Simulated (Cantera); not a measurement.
# Diamond growth

A diamond (100) surface in a fixed gas of H2 with x(CH4) = 0.0025, x(H) = 0.011, at 1373 K, 0.0220 bar; coverages are run to steady state.

Computed with Cantera and the Harris–Goodwin 1993 mechanism for the reconstructed diamond (100) surface.

```
x(CH3)   growth (µm/h)  θ c6HH  θ c6H*  θ c6*H  θ c6**    θ c6HM
-------  -------------  ------  ------  ------  ------  --------
1e-06          0.00468   0.344  0.0569   0.541  0.0580   2.67e-7
2.2e-06         0.0103   0.344  0.0569   0.541  0.0579   5.88e-7
4.7e-06         0.0220   0.344  0.0569   0.541  0.0579   1.26e-6
1e-05           0.0468   0.344  0.0569   0.541  0.0579   2.67e-6
2.2e-05          0.103   0.344  0.0569   0.541  0.0579   5.88e-6
4.8e-05          0.224   0.344  0.0569   0.541  0.0579   1.28e-5
0.0001           0.467   0.344  0.0569   0.541  0.0578   2.67e-5
0.00023           1.07   0.344  0.0569   0.541  0.0577   6.14e-5
0.00049           2.27   0.344  0.0569   0.541  0.0574  0.000130
```
θ: site fractions in the mechanism's names (c6HH fully hydrogenated, c6H* and c6*H radical sites, c6** diradical, c6HM methylated).
